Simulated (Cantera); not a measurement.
Gas activation for diamond growth

An isothermal, constant-pressure homogeneous reactor starts with CH4 : H2 : N2 = 0.034 : 1 : 0.00057 (molar parts), at 1675 K and 0.0967 atm.

Cantera simulation using GRI-Mech 3.0 (53 species, 325 reactions); the numbers are that mechanism's predictions, not measurements. GRI-Mech 3.0 stops at C3 and has no aromatics, soot or wall deposition, so with more carbon than oxygen in the feed, carbon stays in small species such as C2H2 where larger ones or solid carbon would form.

```tsv
t (s)	x CH4	x H2	x C2H	x C2H6	x H
6.00e-5	0.0329	0.967	<1e-12	3.51e-11	3.04e-6
0.000226	0.0329	0.967	<1e-12	1.64e-9	1.15e-5
0.000848	0.0328	0.967	<1e-12	5.67e-8	4.32e-5
0.00319	0.0327	0.966	<1e-12	8.87e-7	0.000152
0.0120	0.0323	0.966	1.52e-10	3.05e-6	0.000318
0.0451	0.0308	0.967	1.43e-9	2.97e-6	0.000334
0.169	0.0260	0.970	5.46e-9	2.16e-6	0.000339
0.637	0.0162	0.975	1.41e-8	8.78e-7	0.000350
2.39	0.00663	0.980	2.30e-8	1.60e-7	0.000363
9.00	0.00247	0.982	2.72e-8	3.08e-8	0.000369
```
x: mole fraction; the columns are a selection and need not sum to one.

Equilibrium at this temperature and pressure: CH4 0.00180, H2 0.982, C2H 2.71e-8, C2H6 2.08e-8, H 0.000370 (gas phase only).
